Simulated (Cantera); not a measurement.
**Thermodynamics of silicon oxide and oxynitride deposition, feed SiCl4 + O2 + N2**

Charge: 1 mol SiCl4, 1.8 mol O2, a varied amount of N2, at 1725 °C and 0.250 bar.

Cantera equilibrium calculation (NASA polynomials, part measured and part estimated; ideal gas, pure solids and liquids). Candidate condensed phases: Si, SiO2, Si2N2O, Si3N4; 23 gas species. The tables hold silica as quartz up to 1696 K and as liquid above; real silica turns to tridymite and cristobalite and melts near 1996 K. Kinetics and transport are ignored.

From 14 mol N2 to 110 mol N2 the condensed part is SiO2(l).

```json
[
 {"n(N2) (mol)": "14", "x N2": "0.755", "x Cl": "0.184", "x O2": "0.0413", "x Cl2": "0.0158", "x NO": "0.00331", "x ClO": "0.000283", "x O": "0.000268", "x SiO": "7.81e-7", "n SiO2(l)": "1.000"},
 {"n(N2) (mol)": "17", "x N2": "0.788", "x Cl": "0.161", "x O2": "0.0353", "x Cl2": "0.0121", "x NO": "0.00312", "x ClO": "0.000229", "x O": "0.000248", "x SiO": "8.44e-7", "n SiO2(l)": "1.000"},
 {"n(N2) (mol)": "20", "x N2": "0.813", "x Cl": "0.143", "x O2": "0.0309", "x Cl2": "0.00960", "x NO": "0.00297", "x ClO": "0.000190", "x O": "0.000232", "x SiO": "9.03e-7", "n SiO2(l)": "1.000"},
 {"n(N2) (mol)": "24", "x N2": "0.838", "x Cl": "0.125", "x O2": "0.0264", "x Cl2": "0.00730", "x NO": "0.00279", "x ClO": "0.000154", "x O": "0.000214", "x SiO": "9.77e-7", "n SiO2(l)": "1.000"},
 {"n(N2) (mol)": "29", "x N2": "0.861", "x Cl": "0.108", "x O2": "0.0223", "x Cl2": "0.00544", "x NO": "0.00260", "x ClO": "0.000122", "x O": "0.000197", "x SiO": "1.06e-6", "n SiO2(l)": "1.000"},
 {"n(N2) (mol)": "35", "x N2": "0.882", "x Cl": "0.0928", "x O2": "0.0188", "x Cl2": "0.00401", "x NO": "0.00241", "x ClO": "9.62e-5", "x O": "0.000181", "x SiO": "1.16e-6", "n SiO2(l)": "1.000"},
 {"n(N2) (mol)": "43", "x N2": "0.901", "x Cl": "0.0781", "x O2": "0.0156", "x Cl2": "0.00285", "x NO": "0.00222", "x ClO": "7.37e-5", "x O": "0.000164", "x SiO": "1.27e-6", "n SiO2(l)": "1.000"},
 {"n(N2) (mol)": "52", "x N2": "0.916", "x Cl": "0.0664", "x O2": "0.0130", "x Cl2": "0.00206", "x NO": "0.00204", "x ClO": "5.72e-5", "x O": "0.000150", "x SiO": "1.39e-6", "n SiO2(l)": "1.000"},
 {"n(N2) (mol)": "62", "x N2": "0.929", "x Cl": "0.0569", "x O2": "0.0110", "x Cl2": "0.00151", "x NO": "0.00189", "x ClO": "4.50e-5", "x O": "0.000138", "x SiO": "1.52e-6", "n SiO2(l)": "1.000"},
 {"n(N2) (mol)": "75", "x N2": "0.940", "x Cl": "0.0480", "x O2": "0.00909", "x Cl2": "0.00107", "x NO": "0.00173", "x ClO": "3.46e-5", "x O": "0.000126", "x SiO": "1.66e-6", "n SiO2(l)": "1.000"},
 {"n(N2) (mol)": "91", "x N2": "0.950", "x Cl": "0.0402", "x O2": "0.00750", "x Cl2": "0.000755", "x NO": "0.00158", "x ClO": "2.63e-5", "x O": "0.000114", "x SiO": "1.83e-6", "n SiO2(l)": "1.000"},
 {"n(N2) (mol)": "110", "x N2": "0.958", "x Cl": "0.0338", "x O2": "0.00619", "x Cl2": "0.000532", "x NO": "0.00144", "x ClO": "2.01e-5", "x O": "0.000104", "x SiO": "2.02e-6", "n SiO2(l)": "1.000"}
]
```
x: gas mole fraction; n: condensed amount in mol.
